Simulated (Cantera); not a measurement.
Charge: 1 mol Si2H6, 0.47 mol H2O, 9.7 mol CO2, held at 1700 K and 1.20 Torr.

Equilibrium computed with Cantera from the NASA thermochemical tables; the gas is ideal and each condensed phase is pure. The feed counts by its element totals alone. The tables hold silica as quartz up to 1696 K and as liquid above; real silica turns to tridymite and cristobalite and melts near 1996 K. Rates play no part.

| species | before | after |
|---|---|---|
| H2O | 0.180 | 0.577 |
| CO2 | 0.288 | 0.194 |
| CO | 0.448 | 0.122 |
| H2 | 0.0823 | 0.106 |
| SiO | 7.87e-5 | 3.16e-5 |
| OH | 0.000120 | 0.000338 |
| H | 0.00106 | 0.00120 |
| SiO2(condensed), mol | 2.00 | 2.00 |
Gas species are given as mole fractions.

Task: What was changed between the two runs?
(A) CO2 from 9.7 to 0.69 mol
(B) CO2 from 9.7 to 0.23 mol
(C) H2O from 0.47 to 18 mol
(D) pressure from 1.20 Torr to 173 Torr

Result: C, H2O from 0.47 to 18 mol
